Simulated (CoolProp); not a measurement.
The numbers come from the reference Helmholtz-energy equation of state, Gao 2022 in CoolProp.

Q: For n-perfluorobutane, give the phase and the density (kg/m³), cv (kJ/(kg K)), speed of sound (m/s), Joule-Thomson coefficient (K/MPa) at 256.3 K and 10 MPa; 284.1 K and 10 MPa; 339.6 K and 10 MPa.

A: 
- 256.3 K and 10 MPa: liquid; density 1690, cv 0.841, speed of sound 586, Joule-Thomson coefficient -0.293
- 284.1 K and 10 MPa: liquid; density 1600, cv 0.871, speed of sound 517, Joule-Thomson coefficient -0.254
- 339.6 K and 10 MPa: liquid; density 1420, cv 0.919, speed of sound 382, Joule-Thomson coefficient -0.109
